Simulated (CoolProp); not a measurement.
Vapour-liquid equilibrium of chloromethane (R40) (1) + isobutene (2) at 13.95 °C; x and y are mole fractions of (1).

Computed with CoolProp (multi-fluid Helmholtz-energy mixture model, Thol 2014 and Lemmon 2005; pair parameters Bell 2016).

| x | bubble pressure (kPa) | y at the bubble point | dew pressure at overall composition x (kPa) | liquid density (mol/L) |
|---|---|---|---|---|
| 0.05 | 230.2 | 0.107 | 221.9 | 10.97 |
| 0.2 | 269.6 | … | … | 11.74 |
| 0.35 | 302.7 | 0.508 | 271.1 | 12.63 |
| 0.5 | 331.6 | 0.641 | … | 13.66 |
| 0.65 | 357.8 | 0.756 | 333.7 | 14.85 |
| 0.8 | 382.3 | 0.863 | 367.8 | 16.24 |
| 0.95 | 405.5 | 0.966 | 401.9 | 17.88 |

Q: Complete the blanks.

A: 
- 0.2, y at the bubble point: 0.342
- 0.2, dew pressure at overall composition x (kPa): 244.8
- 0.5, dew pressure at overall composition x (kPa): 301.0

No azeotrope shows between x = 0.05 and 0.95.

Pair parameters are fitted to limited data, so mixtures are less certain than the pure fluids.
